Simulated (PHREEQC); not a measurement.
Synthetic water in mg/L, 25 °C, pH 5.98, pe 10.6:

| constituent | mg/L |
|---|---|
| Na | 7.68 |
| K | 1.41 |
| Ca | 70.6 |
| Mg | 7.2 |
| Cl | 39.8 |
| S(6) as SO4 | 0.481 |
| Alkalinity as HCO3 | 199 |
| F | 0.0307 |

Valence states are taken as typed.

Computed with PHREEQC (ion-association model, phreeqc.dat).

Precipitation was switched off in this run.

Q: Estimate the specific conductance, charge-balance error.

A: specific conductance 443 µS/cm; charge-balance error 1.0 %.

Q: In which forms is Ca present?

A: Ca+2 97 %, CaHCO3+ 2.9 % of the Ca.

Species that the database lacks are ignored.
